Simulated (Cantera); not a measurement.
## Hydrogen reduction and annealing atmospheres: PbO + H2 + H2O

Charge: 1 mol PbO, 490 mol H2, 0.88 mol H2O, held at 75.0 Torr.

Equilibrium computed with Cantera from the NASA thermochemical tables; the gas is ideal and each condensed phase is pure. Candidate condensed phases: H2O, Pb, PbO, PbO2, Pb3O4; 12 gas species. Equilibrium is a limit: real reactors are often held back by kinetics, nucleation or transport.

At 1123 K the condensed part is Pb(l). From 1273 K to 2023 K nothing is condensed. The main Pb-bearing gas is Pb throughout.

| T (K) | x H2 | x H | x H2O | x Pb | x OH | x PbO | x Pb2 | n Pb(l) |
|---|---|---|---|---|---|---|---|---|
| 1123 | 0.994 | 1.34e-7 | 0.00382 | 0.00183 | 2.66e-12 | 9.75e-11 | 2.93e-8 | 0.101 |
| 1273 | 0.994 | 2.25e-6 | 0.00382 | 0.00203 | 9.96e-11 | 5.12e-10 | 1.69e-8 | 0 |
| 1423 | 0.994 | 2.09e-5 | 0.00382 | 0.00203 | 1.75e-9 | 1.75e-9 | 9.20e-9 | 0 |
| 1573 | 0.994 | 0.000128 | 0.00382 | 0.00203 | 1.78e-8 | 4.74e-9 | 5.61e-9 | 0 |
| 1723 | 0.994 | 0.000575 | 0.00382 | 0.00203 | 1.21e-7 | 1.08e-8 | 3.71e-9 | 0 |
| 1873 | 0.992 | 0.00203 | 0.00382 | 0.00203 | 6.07e-7 | 2.15e-8 | 2.60e-9 | 0 |
| 2023 | 0.988 | 0.00597 | 0.00381 | 0.00203 | 2.40e-6 | 3.86e-8 | 1.91e-9 | 0 |
x: gas mole fraction; n: condensed amount in mol.
